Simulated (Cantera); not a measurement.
## Roasting and sulfation: Fe2O3 + H2S + N2 + SO3

Feed: 1 mol Fe2O3, 4.1 mol H2S, 2.9 mol N2, 1.1 mol SO3, equilibrated at 1100000 Pa.

Method: chemical equilibrium by Gibbs-energy minimisation in Cantera with the NASA 1993 tables (ideal gas, pure condensed phases). Candidate condensed phases: Fe, FeO, Fe(OH)2, Fe(OH)3, FeS, FeSO4, FeS2, Fe2O3, Fe2(SO4)3, Fe3O4, H2O, H2SO4, S; 38 gas species. FeS: taken at fixed stoichiometry. Gases not in the tables: S3 to S7. Kinetics and transport are ignored.

At 848 K the condensed part is FeS2(s). At 948 K the condensed part is FeS(s) + FeS2(s). From 1048 K to 1448 K the condensed part is FeS(s). From 1548 K to 1948 K the condensed part is FeS(l).

| T (K) | x H2O | x N2 | x SO2 | x S2 | x H2S | x H2 | x SO | x S2O | n FeS2(s) | n FeS(s) | n FeS(l) |
|---|---|---|---|---|---|---|---|---|---|---|---|
| 848 | 0.497 | 0.356 | 0.139 | 0.000701 | 0.00705 | 8.56e-5 | 1.59e-7 | 0.000185 | 2.00 | 0 | 0 |
| 948 | 0.470 | 0.351 | 0.146 | 0.00695 | 0.0256 | 0.000377 | 1.79e-6 | 0.000999 | 1.65 | 0.347 | 0 |
| 1048 | 0.382 | 0.323 | 0.158 | 0.0575 | 0.0740 | 0.00112 | 1.38e-5 | 0.00485 | 0 | 2.00 | 0 |
| 1148 | 0.388 | 0.322 | 0.154 | 0.0634 | 0.0654 | 0.00233 | 4.69e-5 | 0.00495 | 0 | 2.00 | 0 |
| 1248 | 0.392 | 0.322 | 0.151 | 0.0678 | 0.0583 | 0.00429 | 0.000131 | 0.00500 | 0 | 2.00 | 0 |
| 1348 | 0.394 | 0.321 | 0.149 | 0.0712 | 0.0523 | 0.00717 | 0.000314 | 0.00501 | 0 | 2.00 | 0 |
| 1448 | 0.394 | 0.320 | 0.148 | 0.0736 | 0.0472 | 0.0111 | 0.000666 | 0.00500 | 0 | 2.00 | 0 |
| 1548 | 0.392 | 0.319 | 0.148 | 0.0751 | 0.0426 | 0.0162 | 0.00128 | 0.00497 | 0 | 0 | 2.00 |
| 1648 | 0.389 | 0.318 | 0.148 | 0.0758 | 0.0385 | 0.0223 | 0.00228 | 0.00492 | 0 | 0 | 2.00 |
| 1748 | 0.384 | 0.317 | 0.149 | 0.0758 | 0.0348 | 0.0294 | 0.00379 | 0.00484 | 0 | 0 | 2.00 |
| 1848 | 0.377 | 0.316 | 0.150 | 0.0750 | 0.0314 | 0.0374 | 0.00595 | 0.00474 | 0 | 0 | 2.00 |
| 1948 | 0.369 | 0.315 | 0.151 | 0.0734 | 0.0282 | 0.0459 | 0.00890 | 0.00462 | 0 | 0 | 2.00 |
x: gas mole fraction; n: condensed amount in mol.
